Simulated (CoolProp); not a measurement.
Vapour-liquid equilibrium of R125 (1) + R1234yf (2) at 0.543 MPa; x and y are mole fractions of (1).

Model: multi-fluid Helmholtz-energy mixture model, Lemmon 2005 and Lemmon 2022; pair parameters Bell 2023, in CoolProp.

Q: Give the bubble temperature and the first vapour's composition at x = 0.2, 0.35, 0.95. Is there an azeotrope?

A: x = 0.2: 284.0 K, y = 0.316; x = 0.35: 280.0 K, y = 0.500; x = 0.95: 267.5 K, y = 0.973. No azeotrope shows between x = 0.05 and 0.95.

Pair parameters are fitted to limited data, so mixtures are less certain than the pure fluids.
